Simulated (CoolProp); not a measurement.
Vapour-liquid equilibrium of benzene (1) + n-heptane (2) at 24.1 kPa; x and y are mole fractions of (1).

Values from CoolProp's multi-fluid Helmholtz-energy mixture model, Thol 2012 and Span 2003; pair parameters Bell 2016.

| x | bubble temperature, mixture model (K) | bubble temperature, Raoult's law (K) | y, mixture model | y, Raoult's law |
|---|---|---|---|---|
| 0.05 | 327.3 | 328.1 | 0.118 | 0.090 |
| 0.15 | 323.9 | 326.0 | 0.308 | 0.251 |
| 0.25 | 321.2 | 324.1 | 0.450 | 0.389 |
| 0.35 | 319.0 | 322.3 | 0.556 | 0.509 |
| 0.45 | 317.2 | 320.6 | 0.639 | 0.613 |
| 0.55 | 315.9 | 319.0 | 0.707 | 0.704 |
| 0.65 | 314.9 | 317.5 | 0.766 | 0.784 |
| 0.75 | 314.0 | 316.1 | 0.824 | 0.855 |
| 0.85 | 313.4 | 314.7 | 0.884 | 0.918 |
| 0.95 | 313.0 | 313.5 | 0.956 | 0.974 |

The largest gap from Raoult's law is -3.4 K in bubble temperature, at x = 0.45. No azeotrope shows between x = 0.05 and 0.95.

Pair parameters are fitted to limited data, so mixtures are less certain than the pure fluids.
